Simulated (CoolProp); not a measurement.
Values from CoolProp's reference Helmholtz-energy equation of state, Penoncello 2003.

Q: Give the vapour pressure (MPa), vapour density (kg/m³), surface tension (mN/m), liquid viscosity (µPa s) of saturated CHF3 (R23) at 243.5, 247.5 K.

A: 
```csv
T (K),p (MPa),vapour density (kg/m³),surface tension (mN/m),liquid viscosity (µPa s)
243.5,1.02,43.5,7.37,144
247.5,1.16,50.0,6.70,137
```

Viscosity comes from a separate model (Shan 2000). Surface tension comes from a separate correlation (Mulero 2012).
